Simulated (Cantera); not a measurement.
**B + H2O + H2 (boron, boron nitride and boron oxide)**

Input: 1 mol B, a varied amount of H2O, 1.3 mol H2, held at 2050 K and 188 Torr.

These are equilibrium values from Cantera (NASA tables, ideal gas, pure condensed phases), not measurements of a reactor. Candidate condensed phases: B, B2O3, B3O3H3, H2O; 23 gas species. The tables' values for BH2 are old estimates; treat these amounts as uncertain. Gases not in the tables: B2H6 and higher boranes. Equilibrium is a limit: real reactors are often held back by kinetics, nucleation or transport.

```tsv
n(H2O) (mol)	log p H2	log p HBO	log p B2O2	log p BO	log p H	log p B2O3	log p HBO2	n B(s)
0.06	-0.62	-2.07	-3.11	-3.26	-2.96	-4.68	-4.47	0.939
0.068	-0.62	-2.03	-3.03	-3.22	-2.96	-4.55	-4.38	0.932
0.077	-0.63	-1.98	-2.94	-3.17	-2.96	-4.42	-4.30	0.923
0.087	-0.63	-1.95	-2.86	-3.13	-2.96	-4.30	-4.22	0.913
0.099	-0.63	-1.90	-2.77	-3.09	-2.96	-4.17	-4.13	0.901
0.11	-0.63	-1.87	-2.71	-3.06	-2.96	-4.07	-4.07	0.890
0.13	-0.64	-1.82	-2.60	-3.01	-2.96	-3.92	-3.97	0.870
0.15	-0.64	-1.78	-2.52	-2.96	-2.97	-3.79	-3.88	0.851
0.16	-0.64	-1.76	-2.48	-2.94	-2.97	-3.73	-3.85	0.841
0.19	-0.65	-1.72	-2.38	-2.90	-2.97	-3.59	-3.75	0.812
0.21	-0.65	-1.69	-2.33	-2.87	-2.97	-3.51	-3.70	0.792
0.24	-0.66	-1.66	-2.26	-2.83	-2.97	-3.40	-3.63	0.763
```
log p: log10 of the partial pressure in bar; n: condensed amount in mol.

From 0.06 mol H2O to 0.24 mol H2O the condensed part is B(s). The main B-bearing gas is HBO throughout. The share of B in condensed phases is highest at 0.06 mol H2O (93.9 %) and lowest at 0.24 mol H2O (76.3 %).
